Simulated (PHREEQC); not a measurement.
1 kg of water holding 0.024 mol MgBr2, 0.14 mol NaBr, 0.21 mol NaCl, 0.004 mol CaSO4 and 0.087 mol KCl is evaporated at 15 °C; the solids stay in contact with the brine. CO2 from the air is kept out. Only these solids could form: Arcanite, Bischofite, Bloedite, Brucite, Carnallite, Epsomite, Glaserite, Glauberite, Gypsum, Anhydrite, Halite, Hexahydrite, Kainite, Kieserite, Leonite, Mirabilite, Misenite, Polyhalite, Portlandite, Schoenite, Sylvite, Syngenite, Thenardite, MgCl2_4H2O.

The series has 16 steps of water left (kg), from 1 to 0.05268.

All values are PHREEQC results (Pitzer model, pitzer.dat), not measurements.

Task: Which solids form, in which order, and at which step of the series does each first stand?

Result: Gypsum from water left = 0.07806 kg; Halite from water left = 0.06412 kg.
